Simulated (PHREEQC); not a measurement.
A solution holds 0.0014 mol HF, 0.032 mol (NH4)2SiF6 and 0.0022 mol H3PO4 per kg of water, at 25 °C. Closed to the air; pH follows from the charge balance.

All values are PHREEQC results (ion-association model, phreeqc.dat), not measurements.

```
quantity                    before     after
------------------------  --------  --------
pH                            2.73      2.86
ionic strength (mol/kgw)    0.0978    0.0972
HF (mol/kgw)               0.00286   0.00259
H2PO4- (mol/kgw)           0.00182  0.000950
F- (mol/kgw)               0.00138   0.00167
H4SiO4 (mol/kgw)          0.000478  0.000483
SI of Chalcedony (SiO2)      +0.24     +0.25
```

What was changed between the two runs?
A) H3PO4 from 0.0022 to 0.0011 mol/kgw
B) HF left out
C) temperature from 25 to 10 °C
D) H3PO4 replaced by (NH4)2HPO4 at the same molality
E) 0.01 mol/kgw NaOH added

A, H3PO4 from 0.0022 to 0.0011 mol/kgw

No solid was allowed to form. Some of these states are supersaturated (in Quartz (slow to form), Chalcedony (slow to form), for instance). SiF6-2 is the database's only silicon fluoride.
